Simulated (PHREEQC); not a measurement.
Make-up at 90 °C: 0.013 mol/kgw HF, 0.026 mol/kgw (CH3)4NF and 0.008 mol/kgw (NH4)2SiF6. Closed to the air; pH follows from the charge balance.

Computed with PHREEQC (ion-association model, wateq4f.dat).

No solid was allowed to form.

Problem. Order these F species by the share of F that they hold, largest first: HF2-, HF, F-, SiF6-2.

Solution. SiF6-2 (55 %), F- (29 %), HF (13 %), HF2- (2.8 %)

The pH is 3.96 and the ionic strength 0.0501 mol/kgw. Species that the database lacks are ignored. (CH3)4N+ isn't in the database: it is added as a free cation with an ion size of 4 Å. Constants without temperature data keep their 25 °C values here. SiF6-2 is the database's only silicon fluoride.
